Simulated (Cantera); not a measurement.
Input (Python, Cantera):

```python
import numpy as np
import cantera as ct

gas = ct.Solution("h2o2.yaml")
gas.TPX = 525, 101325, {'H2': 1, 'O2': 0.781, 'N2': 2.94, 'H2O': 0.11}
flame = ct.FreeFlame(gas, width=0.04)
flame.set_refine_criteria(ratio=3, slope=0.08, curve=0.16)
flame.transport_model = "mixture-averaged"
flame.solve(loglevel=0, auto=True)
z, T = flame.grid, flame.T
thick = (T[-1] - T[0]) / np.gradient(T, z).max()
show = ['H2', 'O2', 'H2O2', 'OH', 'HO2', 'H2O']
print(f"laminar burning velocity  {flame.velocity[0] * 100:.3f} cm/s")
print(f"burnt temperature         {T[-1]:.1f} K")
print(f"thermal thickness         {thick * 1e3:.4f} mm")
print(f"grid points               {len(z)}")
z0 = z[flame.heat_release_rate.argmax()]
print(f"{'z/mm':>9s}{'T/K':>9s}{'u/(m/s)':>9s}" + "".join(f"{s:>11s}" for s in show))
rows = []
for k in (-3, -2, -1.5, -1, -0.5, -0.25, 0, 0.25, 0.5, 1, 2, 4, 8):
    zz = z0 + k * thick
    rows.append([k * thick, np.interp(zz, z, T), np.interp(zz, z, flame.velocity),
                 *(np.interp(zz, z, flame.X[gas.species_index(s)]) for s in show)])
    print(f"{rows[-1][0] * 1e3:9.3f}{rows[-1][1]:9.1f}{rows[-1][2]:9.3f}" + "".join(f"{x:11.3e}" for x in rows[-1][3:]))
```

It prints:

```
laminar burning velocity  315.872 cm/s
burnt temperature         2033.6 K
thermal thickness         0.3907 mm
grid points               111
     z/mm      T/K  u/(m/s)         H2         O2       H2O2         OH        HO2        H2O
   -1.172    525.0    3.159  2.070e-01  1.617e-01  1.911e-12  1.493e-14  5.661e-11  2.277e-02
   -0.781    525.0    3.158  2.069e-01  1.617e-01  9.988e-11  1.044e-12  2.814e-09  2.277e-02
   -0.586    525.0    3.158  2.067e-01  1.617e-01  1.418e-09  1.530e-11  3.869e-08  2.278e-02
   -0.391    525.5    3.155  2.050e-01  1.621e-01  7.524e-08  9.476e-10  1.950e-06  2.285e-02
   -0.195    566.2    3.335  1.873e-01  1.642e-01  1.740e-05  5.003e-05  2.890e-04  2.597e-02
   -0.098    803.9    4.601  1.470e-01  1.581e-01  3.401e-05  7.112e-04  2.669e-04  5.215e-02
    0.000   1170.1    6.545  8.339e-02  1.287e-01  1.079e-05  2.504e-03  1.274e-04  1.182e-01
    0.098   1437.8    7.981  3.492e-02  9.137e-02  4.953e-06  6.709e-03  7.106e-05  1.824e-01
    0.195   1585.7    8.767  1.844e-02  7.540e-02  2.751e-06  9.577e-03  4.840e-05  2.086e-01
    0.391   1734.3    9.527  1.208e-02  6.884e-02  1.346e-06  1.121e-02  3.208e-05  2.230e-01
    0.781   1858.1   10.136  8.130e-03  6.651e-02  7.169e-07  1.082e-02  1.973e-05  2.333e-01
    1.563   1947.0   10.562  4.435e-03  6.549e-02  4.190e-07  8.847e-03  1.051e-05  2.418e-01
    3.125   1998.7   10.805  1.959e-03  6.542e-02  2.533e-07  6.249e-03  5.108e-06  2.474e-01
```

Computed with Cantera and the H2/O2 subset of GRI-Mech 3.0, which has no nitrogen chemistry. Burning velocities carry a grid error of a few per cent, more on coarse grids. Lean hydrogen flames are cellular in practice and burn faster than this planar one.
